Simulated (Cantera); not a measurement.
# Catalytic stagnation flow on Pt

A jet of 1.39 % H2, 19.9 % O2, 78.7 % N2, equivalence ratio 0.035 at 300 K and 66.0 Torr hits a platinum plate 9.9 cm away at a mass flux of 0.14 kg/m²/s; the plate temperature is set and raised in steps from an oxygen-covered start.

Computed with Cantera and Deutschmann's 1995 Pt surface mechanism with GRI-Mech 3.0 gas chemistry. Catalytic surfaces can have several steady states; this one follows from the mechanism file's or the stated starting coverage.

| plate T (K) | wall x H2 | wall x O2 | wall x H2O | wall x OH | θ free Pt | θ O* | θ OH* |
|---|---|---|---|---|---|---|---|
| 700 | 0.00251 | 0.187 | 0.0221 | <1e-8 | 0.0322 | 0.966 | 0.00156 |
| 750 | 0.00185 | 0.186 | 0.0233 | <1e-8 | 0.0478 | 0.951 | 0.00139 |
| 800 | 0.00123 | 0.186 | 0.0243 | <1e-8 | 0.0782 | 0.920 | 0.00134 |
| 850 | 0.000842 | 0.185 | 0.0249 | 1.21e-8 | 0.122 | 0.877 | 0.00128 |
| 900 | 0.000613 | 0.185 | 0.0252 | 3.70e-8 | 0.176 | 0.823 | 0.00120 |
x: mole fraction at the wall; θ: surface coverage.
